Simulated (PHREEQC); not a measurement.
Make-up at 25 °C: 0.0059 mol/kgw (CH3)4NCl, 0.00032 mol/kgw MnSO4 and 0.00081 mol/kgw Sr(OH)2. Closed to the air; pH follows from the charge balance.

The numbers come from PHREEQC with the ion-association model, phreeqc.dat.

This is a speciation only: nothing precipitates in the calculation.

Order these S species by the share of S that they hold, largest first: SO4-2, MnSO4, SrSO4.

SO4-2 (93 %), SrSO4 (6.6 %), MnSO4 (0.71 %)

The pH is 11.09 and the ionic strength 0.00906 mol/kgw. Saturation is exceeded, for instance for Pyrochroite; the values hold only as long as no solid forms. (CH3)4N+ isn't in the database: it is added as a free cation with an ion size of 4 Å.
